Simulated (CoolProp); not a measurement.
Properties of R125 along the isobar 0.262 MPa (Tc = 339.2 K, pc = 3.618 MPa, ω = 0.305).

Model: reference Helmholtz-energy equation of state, Lemmon 2005, in CoolProp.

```
T (K)  phase  speed of sound (m/s)  expansivity (1/kK)  Prandtl number
-----  -----  --------------------  ------------------  --------------
296.1    gas                 145.0               3.911           0.751
310.6    gas                 149.1               3.640           0.746
325.2    gas                 153.1               3.411           0.742
339.8    gas                 156.8               3.215           0.739
354.3    gas                 160.4               3.046           0.736
368.9    gas                 163.9               2.897           0.733
383.5    gas                 167.3               2.764           0.731
398      gas                 170.6               2.645           0.728
412.6    gas                 173.8               2.537           0.725
427.2    gas                 177.0               2.438           0.722
441.7    gas                 180.0               2.348           0.719
456.3    gas                 183.0               2.265           0.716
470.9    gas                 186.0               2.188           0.712
485.4    gas                 188.8               2.117           0.709
500      gas                 191.7               2.050           0.705
```

Viscosity comes from a separate model (Huber 2006). Thermal conductivity comes from a separate model (Perkins 2006).
